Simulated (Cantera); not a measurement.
Charge: 1 mol C2H5OH, 0.18 mol NH3, at 14.0 bar.

These are equilibrium values from Cantera (NASA tables, ideal gas, pure condensed phases), not measurements of a reactor. Candidate condensed phases: C, C6H6, C7H8, C8H18, H2O; 169 gas species. Ions and electrons are included (thermal ionisation). Rates play no part.

Over these rows the condensed part is C(graphite). Partial pressures as log10 of bar:

```json
[
 {"T (K)": "2000", "1000/T (1/K)": "0.5000", "log p CO2": "-3.58", "log p H2": "1.02", "log p CO": "0.51", "log p N2": "-0.56"},
 {"T (K)": "2250", "1000/T (1/K)": "0.4444", "log p CO2": "-4.04", "log p H2": "1.02", "log p CO": "0.51", "log p N2": "-0.59"},
 {"T (K)": "2500", "1000/T (1/K)": "0.4000", "log p CO2": "?", "log p H2": "1.01", "log p CO": "0.51", "log p N2": "-0.64"},
 {"T (K)": "2750", "1000/T (1/K)": "0.3636", "log p CO2": "-4.69", "log p H2": "1.00", "log p CO": "0.50", "log p N2": "-0.72"},
 {"T (K)": "3000", "1000/T (1/K)": "0.3333", "log p CO2": "-4.93", "log p H2": "0.97", "log p CO": "0.50", "log p N2": "-0.84"},
 {"T (K)": "3250", "1000/T (1/K)": "0.3077", "log p CO2": "-5.13", "log p H2": "0.92", "log p CO": "0.49", "log p N2": "-0.98"}
]
```

Fit log p(CO2) = a + b·(1000/T) to the five rows, give the apparent enthalpy, and predict the row at 2500 K.

Means: 1000/T = 0.3898, log p = -4.474. Sxy = 0.207496, Sxx = 0.0257443, so b = 8.06 and a = -4.474 − (8.06)×0.3898 = -7.62.
Apparent enthalpy: −19.145 × (8.06) = -154 kJ/mol. With the condensed phases at unit activity, 2 CO(g) = CO2(g) + C(graphite) links this pressure to the main gases: over the six rows their terms move log p by -0.04 in all, so the slope is close to that reaction's ΔH°. The five rows lie within 0.01 of the line.
Prediction at 2500 K: -7.62 + (8.06)×0.4000 = -4.40. The computed value is -4.39, 0.01 from the line.
